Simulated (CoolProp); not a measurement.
Vapour-liquid equilibrium of ethylbenzene (1) + m-xylene (2) at 0.0302 MPa; x and y are mole fractions of (1).

Computed with CoolProp (multi-fluid Helmholtz-energy mixture model, Zhou 2012 and Zhou 2012; pair parameters Bell 2016).

```csv
x,bubble temperature (K),y at the bubble point,dew temperature at overall composition x (K),liquid density (mol/L)
0.05,372.0,0.056,372.0,7.478
0.125,371.8,0.138,371.8,7.480
0.2,371.5,0.218,371.6,7.483
0.275,371.3,0.296,371.3,7.485
0.35,371.0,0.373,371.1,7.488
0.425,370.8,0.449,370.9,7.491
0.5,370.6,0.524,370.7,7.494
0.575,370.4,0.597,370.5,7.498
0.65,370.2,0.670,370.3,7.501
0.725,370.0,0.741,370.1,7.505
0.8,369.8,0.813,369.9,7.510
0.875,369.7,0.883,369.7,7.514
0.95,369.5,0.953,369.5,7.519
```

No azeotrope shows between x = 0.05 and 0.95.

The pair parameters rest on a limited set of measurements; away from them the model extrapolates.
